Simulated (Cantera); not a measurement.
Cantera run:

```python
import numpy as np
import cantera as ct

gas_names = """
    CL CL2 H HCL H2 Si SiCL SiCL2 SiCL3 SiCL4 SiH SiHCL3 SiH2 SiH2CL2 SiH3 SiH3CL SiH4 Si2 Si3
""".split()
cond_names = """
    Si(cr) Si(L)
""".split()


# ... load() reads the species with a 1 bar reference pressure and builds the phases ...
atoms = {
    'SiHCl3': {'Si': 1, 'H': 1, 'CL': 3},
    'Cl2': {'CL': 2},
    'H2': {'H': 2},
}
top_T = {}  # K; cautious upper limits of use, not melting points


# ... equilibrate(T, P, feed) seeds the gas with the atoms and calls Mixture.equilibrate('TP', solver="vcs", rtol=1e-11, max_steps=5000) ...
results = []
feed = {'SiHCl3': 1, 'Cl2': 0.84, 'H2': 120}  # mol
T = 1175  # K
P = 100000  # Pa
mix = equilibrate(T, P, feed)
results.append((T, P, feed, dict(zip(mix.species_names, mix.species_moles))))
x = sorted(zip(gas.X, gas.species_names), reverse=True)
print(f"T = {T:g} K  P = {P:g} Pa  gas = {mix.phase_moles(0):.4g} mol")
print("   x: " + "  ".join(f"{s} {v:.3e}" for v, s in x if v > 1e-06))
print("   condensed (mol): " + ("  ".join(f"{mix.phase(i).name} {mix.phase_moles(i):.4g}"
      for i in range(1, mix.n_phases) if mix.phase_moles(i) > 1e-12) or "none"))
```

Result:

```
T = 1175 K  P = 100000 Pa  gas = 122.1 mol
   x: H2 9.767e-01  HCL 1.629e-02  SiHCL3 3.174e-03  SiCL4 2.244e-03  SiCL2 6.194e-04  SiH2CL2 5.755e-04  SiCL3 3.772e-04  SiH3CL 2.835e-05
   condensed (mol): Si(cr) 0.1431
```

Equilibrium computed with Cantera from the NASA thermochemical tables; the gas is ideal and each condensed phase is pure. The tables' values for SiCl3 are old estimates; treat these amounts as uncertain.
